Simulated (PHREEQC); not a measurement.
Solution (20 °C): 0.0017 mol/kgw H2SO4, 0.012 mol/kgw FeSO4 and 0.08 mol/kgw MgSO4. Closed to the air; pH follows from the charge balance.

All values are PHREEQC results (ion-association model, wateq4f.dat), not measurements.

Task: The ionic strength comes out as 0.191 mol/kgw. What activity coefficients do SO4-2, Mg+2, H+, Fe+2, FeHSO4+ get?

Result: SO4-2 0.30, Mg+2 0.35, H+ 0.80, Fe+2 0.33, FeHSO4+ 0.75.

This is a speciation only: nothing precipitates in the calculation. Species that the database lacks are ignored.
